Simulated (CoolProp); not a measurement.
Vapour-liquid equilibrium of n-hexane (1) + o-xylene (2) at 402.1 K; x and y are mole fractions of (1).

Computed with CoolProp (multi-fluid Helmholtz-energy mixture model, Thol 2019 and Zhou 2012; pair parameters Bell 2016).

| x | bubble pressure (kPa) | y at the bubble point | dew pressure at overall composition x (kPa) | liquid density (mol/L) |
|---|---|---|---|---|
| 0.05 | 90.28 | 0.295 | 69.29 | 7.347 |
| 0.125 | 125.4 | 0.523 | 74.62 | 7.285 |
| 0.2 | 159.1 | 0.649 | 80.83 | 7.221 |
| 0.275 | 191.7 | 0.729 | 88.14 | 7.155 |
| 0.35 | 223.2 | 0.786 | 96.87 | 7.086 |
| 0.425 | 253.9 | 0.829 | 107.5 | 7.015 |
| 0.5 | 283.9 | 0.862 | 120.7 | 6.941 |
| 0.575 | 313.5 | 0.890 | 137.5 | 6.864 |
| 0.65 | 342.9 | 0.914 | 159.5 | 6.783 |
| 0.725 | 372.6 | 0.935 | 189.6 | 6.699 |
| 0.8 | 402.7 | 0.954 | 232.4 | 6.611 |
| 0.875 | 433.6 | 0.972 | 296.8 | 6.520 |
| 0.95 | 465.8 | 0.989 | 396.2 | 6.423 |

No azeotrope shows between x = 0.05 and 0.95.

The pair parameters rest on a limited set of measurements; away from them the model extrapolates. The gap from Raoult's law changes sign with composition, which may be real or a fault of the pair parameters; it wasn't checked against measurements.
